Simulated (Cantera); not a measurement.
An isothermal, constant-pressure homogeneous reactor starts with CO : O2 : H2O : N2 = 0.014 : 0.0023 : 0.00032 : 1 (molar parts), at 1348 K and 1.01 bar. Integrator tolerance rtol = 1e-08.

Cantera simulation using GRI-Mech 3.0 (53 species, 325 reactions); the numbers are that mechanism's predictions, not measurements.

Problem. What does this change do: temperature 1348 to 950 K?

Solution. 
```tsv
quantity	before	after
x(CO) at 1.00 s	0.00911 (gas-phase equilibrium 0.00911)	0.0138 (gas-phase equilibrium 0.00902)
x(O2) at 1.00 s	5.73e-10 (gas-phase equilibrium <1e-12)	0.00226 (gas-phase equilibrium <1e-12)
x(H2O) at 1.00 s	0.000157 (gas-phase equilibrium 0.000158)	0.000315 (gas-phase equilibrium 7.20e-5)
x(NO2) at 1.00 s	<1e-12 (gas-phase equilibrium <1e-12)	<1e-12 (gas-phase equilibrium <1e-12)
x(H2) at 1.00 s	0.000157 (gas-phase equilibrium 0.000157)	3.33e-10 (gas-phase equilibrium 0.000244)
```
